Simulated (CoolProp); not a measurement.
Vapour-liquid equilibrium of R125 (1) + propane (2) at -15.25 °C; x and y are mole fractions of (1).

Values from CoolProp's multi-fluid Helmholtz-energy mixture model, Lemmon 2005 and Lemmon 2009; pair parameters Bell 2016.

```csv
x,bubble pressure (kPa),y at the bubble point,dew pressure at overall composition x (kPa),liquid density (mol/L)
0.05,352.1,0.203,302.7,12.33
0.15,431.1,0.387,333.6,12.11
0.25,471.9,0.471,370.3,11.92
0.35,492.8,0.519,413.5,11.76
0.45,503.7,0.554,461.8,11.62
0.55,508.8,0.585,502.7,11.53
0.65,508.9,0.621,505.4,11.47
0.75,501.7,0.670,480.5,11.45
0.85,481.6,0.747,448.6,11.47
0.95,437.6,0.884,416.6,11.52
```

y crosses x between x = 0.55 and 0.65: the model has an azeotrope there.

The pair parameters rest on a limited set of measurements; away from them the model extrapolates. With so large a gap from Raoult's law the liquid may split in two, which this calculation doesn't test in full.
